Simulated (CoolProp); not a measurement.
Vapour-liquid equilibrium of benzene (1) + o-xylene (2) at 27.65 °C; x and y are mole fractions of (1).

Values from CoolProp's multi-fluid Helmholtz-energy mixture model, Thol 2012 and Zhou 2012; pair parameters Bell 2016.

| x | bubble pressure (MPa) | y at the bubble point | dew pressure at overall composition x (MPa) | liquid density (mol/L) |
|---|---|---|---|---|
| 0.05 | 0.001577 | 0.372 | 0.001095 | 8.345 |
| 0.2 | 0.003762 | [?] | [?] | [?] |
| 0.35 | [?] | 0.899 | [?] | 9.083 |
| 0.5 | 0.008653 | 0.943 | 0.001919 | 9.489 |
| 0.65 | 0.01055 | 0.965 | 0.002579 | 9.930 |
| 0.8 | 0.01213 | [?] | 0.003980 | 10.41 |
| 0.95 | 0.01372 | 0.994 | [?] | [?] |

Question: What belongs in the gaps?

Answer: 
- 0.2, y at the bubble point: 0.784
- 0.2, dew pressure at overall composition x (MPa): 0.001276
- 0.2, liquid density (mol/L): 8.703
- 0.35, bubble pressure (MPa): 0.006317
- 0.35, dew pressure at overall composition x (MPa): 0.001532
- 0.8, y at the bubble point: 0.980
- 0.95, dew pressure at overall composition x (MPa): 0.009183
- 0.95, liquid density (mol/L): 10.95

No azeotrope shows between x = 0.05 and 0.95.

The pair parameters rest on a limited set of measurements; away from them the model extrapolates. The gap from Raoult's law changes sign with composition, which may be real or a fault of the pair parameters; it wasn't checked against measurements.
